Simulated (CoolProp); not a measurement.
Vapour-liquid equilibrium of CH3F (R41) (1) + chloromethane (R40) (2) at 282.7 K; x and y are mole fractions of (1).

The numbers come from the multi-fluid Helmholtz-energy mixture model, Lemmon 2006 and Thol 2014; pair parameters Bell 2016 in CoolProp.

Task: Give the bubble pressure and the first vapour's composition at x = 0.05, 0.125, 0.275. Is there an azeotrope?

Result: x = 0.05: 0.4681 MPa, y = 0.253; x = 0.125: 0.6337 MPa, y = 0.472; x = 0.275: 0.9652 MPa, y = 0.688. No azeotrope shows between x = 0.05 and 0.95.

The pair parameters rest on a limited set of measurements; away from them the model extrapolates.
